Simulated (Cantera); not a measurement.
Cantera run, input and output.

```python
import numpy as np
import cantera as ct

gas = ct.Solution("gri30.yaml")
gas.TPX = 2000, 240000, {'CH4': 1, 'CO2': 1.2, 'H2': 0.8}
reactor = ct.IdealGasConstPressureReactor(gas, energy="off", clone=False)
net = ct.ReactorNet([reactor])
net.rtol, net.atol = 1e-08, 1e-18
show = ['CH4', 'CO2', 'H2', 'CH2CO', 'H2O', 'CO']
times = np.geomspace(8e-05, 20, 9)

steps = ct.SolutionArray(gas, extra=["t"])
rows = []
print(f"{'t/s':>10s}{'T/K':>9s}{'P/Pa':>11s}" + "".join(f"{s:>11s}" for s in show))
for t in times:
    while net.time < t:
        t_next = net.step()
        steps.append(gas.state, t=t_next)
    rows.append([np.interp(t, steps.t, y) for y in (steps.T, steps.P, *steps(*show).X.T)])
    print(f"{t:10.3e}{rows[-1][0]:9.1f}{rows[-1][1]:11.4g}" + "".join(f"{x:11.3e}" for x in rows[-1][2:]))
rate = np.gradient(steps.T, steps.t)
print("integrator steps:", len(steps.t))
if steps.T.max() > steps.T[0] + 200:
    print(f"time of steepest temperature rise: {steps.t[rate.argmax()]:.4e} s")
gas.TPX = 2000, 240000, {'CH4': 1, 'CO2': 1.2, 'H2': 0.8}
gas.equilibrate("TP")
print(f"equilibrium (TP): T = {gas.T:.1f} K  " + "  ".join(f"{s} {gas[s].X[0]:.3e}" for s in show))
```

Output:

```
       t/s      T/K       P/Pa        CH4        CO2         H2      CH2CO        H2O         CO
 8.000e-05   2000.0    2.4e+05  1.941e-01  3.194e-01  3.480e-01  2.010e-05  3.893e-02  4.439e-02
 3.783e-04   2000.0    2.4e+05  6.800e-02  1.615e-01  3.612e-01  8.490e-05  1.474e-01  1.661e-01
 1.789e-03   2000.0    2.4e+05  1.793e-02  4.273e-02  3.421e-01  1.102e-04  2.121e-01  2.900e-01
 8.459e-03   2000.0    2.4e+05  1.121e-02  2.563e-02  4.180e-01  3.969e-05  1.375e-01  3.533e-01
 4.000e-02   2000.0    2.4e+05  4.885e-03  1.208e-02  4.907e-01  6.541e-06  6.613e-02  4.095e-01
 1.891e-01   2000.0    2.4e+05  9.424e-04  6.601e-03  5.221e-01  4.706e-07  3.653e-02  4.320e-01
 8.944e-01   2000.0    2.4e+05  6.097e-07  6.106e-03  5.255e-01  1.906e-10  3.387e-02  4.337e-01
 4.229e+00   2000.0    2.4e+05  4.545e-07  6.106e-03  5.255e-01  1.422e-10  3.387e-02  4.337e-01
 2.000e+01   2000.0    2.4e+05  4.545e-07  6.106e-03  5.255e-01  1.422e-10  3.387e-02  4.337e-01
integrator steps: 2133
equilibrium (TP): T = 2000.0 K  CH4 5.234e-07  CO2 6.106e-03  H2 5.255e-01  CH2CO 1.637e-10  H2O 3.387e-02  CO 4.337e-01
```

Model: GRI-Mech 3.0 (53 species, 325 reactions), integrated in Cantera.
